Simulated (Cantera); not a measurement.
A Cantera script and what it prints.

```python
import numpy as np
import cantera as ct

gas_names = [...]  # 109 gases of nasa_gas.yaml made of C, Cl, H, Si
cond_names = """
    C(gr) C6H6(L) C7H8(L) C8H18(L),n-octa Si(cr) Si(L) SiC(b)
""".split()


# ... load() reads the species with a 1 bar reference pressure and builds the phases ...
atoms = {
    '(CH3)2SiCl2': {'C': 2, 'H': 6, 'Si': 1, 'CL': 2},
    'CH4': {'C': 1, 'H': 4},
    'H2': {'H': 2},
}
top_T = {'C(gr)': 4500, 'SiC(b)': 3050}  # K; cautious upper limits of use, not melting points


# ... equilibrate(T, P, feed) seeds the gas with the atoms and calls Mixture.equilibrate('TP', solver="vcs", rtol=1e-11, max_steps=5000) ...
results = []
feed = {'(CH3)2SiCl2': 1, 'CH4': 0.33, 'H2': 20}  # mol
T = 1773  # K
P = 960  # Pa
mix = equilibrate(T, P, feed)
results.append((T, P, feed, dict(zip(mix.species_names, mix.species_moles))))
print(gas.report(threshold=1e-05))
for i in range(1, mix.n_phases):
    print(f"{mix.phase(i).name:16s} {mix.phase_moles(i):12.5e} mol")
```

Output:

```
       temperature   1773 K
          pressure   960 Pa
           density   0.00031383 kg/m^3
  mean mol. weight   4.8191 kg/kmol
   phase of matter   gas

                          1 kg             1 kmol
                     ---------------   ---------------
          enthalpy        8.0168e+06        3.8634e+07  J
   internal energy        4.9578e+06        2.3892e+07  J
           entropy             47764        2.3018e+05  J/K
    Gibbs function       -7.6668e+07       -3.6947e+08  J
 heat capacity c_p            6953.1             33508  J/K
 heat capacity c_v            5227.8             25193  J/K

                      mass frac. Y      mole frac. X     chem. pot. / RT
                     ---------------   ---------------   ---------------
    C2H2,acetylene         0.0006933        0.00012831           -28.866
                CL         0.0013689        0.00018609           -27.438
                 H        0.00058143         0.0027797           -11.918
               HCL           0.60399          0.079836           -39.356
                H2           0.38344           0.91658           -23.836
             SiCL2          0.009751        0.00047473           -63.907
     [ +103 minor]        0.00017545        1.9361e-05

C(gr)             1.33550e+00 mol
Si(L)             0.00000e+00 mol
SiC(b)            9.87977e-01 mol
```

Method: chemical equilibrium by Gibbs-energy minimisation in Cantera with the NASA 1993 tables (ideal gas, pure condensed phases). The feed counts by its element totals alone.
